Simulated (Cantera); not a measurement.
A Cantera script and its output.

```python
import numpy as np
import cantera as ct

gas = ct.Solution("gri30.yaml")
gas.TPX = 1648, 170000, {'NO': 1, 'N2': 12}
reactor = ct.IdealGasConstPressureReactor(gas, energy="off", clone=False)
net = ct.ReactorNet([reactor])
net.rtol, net.atol = 1e-08, 1e-18
show = ['NO', 'NO2', 'O2', 'O', 'N2O', 'N2']
times = np.geomspace(0.0004, 30, 10)

steps = ct.SolutionArray(gas, extra=["t"])
rows = []
print(f"{'t/s':>10s}{'T/K':>9s}{'P/Pa':>11s}" + "".join(f"{s:>11s}" for s in show))
for t in times:
    while net.time < t:
        t_next = net.step()
        steps.append(gas.state, t=t_next)
    rows.append([np.interp(t, steps.t, y) for y in (steps.T, steps.P, *steps(*show).X.T)])
    print(f"{t:10.3e}{rows[-1][0]:9.1f}{rows[-1][1]:11.4g}" + "".join(f"{x:11.3e}" for x in rows[-1][2:]))
rate = np.gradient(steps.T, steps.t)
print("integrator steps:", len(steps.t))
if steps.T.max() > steps.T[0] + 200:
    print(f"time of steepest temperature rise: {steps.t[rate.argmax()]:.4e} s")
gas.TPX = 1648, 170000, {'NO': 1, 'N2': 12}
gas.equilibrate("TP")
print(f"equilibrium (TP): T = {gas.T:.1f} K  " + "  ".join(f"{s} {gas[s].X[0]:.3e}" for s in show))
```

Result:

```
       t/s      T/K       P/Pa         NO        NO2         O2          O        N2O         N2
 4.000e-04   1648.0    1.7e+05  7.692e-02  1.992e-07  1.962e-10  2.017e-08  2.011e-07  9.231e-01
 1.392e-03   1648.0    1.7e+05  7.692e-02  7.962e-07  1.707e-09  3.775e-08  6.284e-07  9.231e-01
 4.846e-03   1648.0    1.7e+05  7.691e-02  3.375e-06  3.730e-08  1.078e-07  1.552e-06  9.231e-01
 1.687e-02   1648.0    1.7e+05  7.689e-02  1.247e-05  1.393e-06  3.362e-07  2.287e-06  9.231e-01
 5.872e-02   1648.0    1.7e+05  7.684e-02  1.979e-05  2.007e-05  5.133e-07  2.340e-06  9.231e-01
 2.044e-01   1648.0    1.7e+05  7.668e-02  2.098e-05  9.761e-05  5.443e-07  2.330e-06  9.232e-01
 7.114e-01   1648.0    1.7e+05  7.614e-02  2.425e-05  3.662e-04  6.311e-07  2.299e-06  9.235e-01
 2.476e+00   1648.0    1.7e+05  7.429e-02  3.257e-05  1.281e-03  8.630e-07  2.193e-06  9.244e-01
 8.619e+00   1648.0    1.7e+05  6.841e-02  4.757e-05  4.206e-03  1.359e-06  1.871e-06  9.273e-01
 3.000e+01   1648.0    1.7e+05  5.309e-02  5.930e-05  1.186e-02  2.173e-06  1.156e-06  9.350e-01
integrator steps: 745
equilibrium (TP): T = 1648.0 K  NO 1.114e-03  NO2 2.189e-06  O2 3.790e-02  O 3.804e-06  N2O 9.474e-08  N2 9.610e-01
```

Cantera simulation using GRI-Mech 3.0 (53 species, 325 reactions); the numbers are that mechanism's predictions, not measurements.
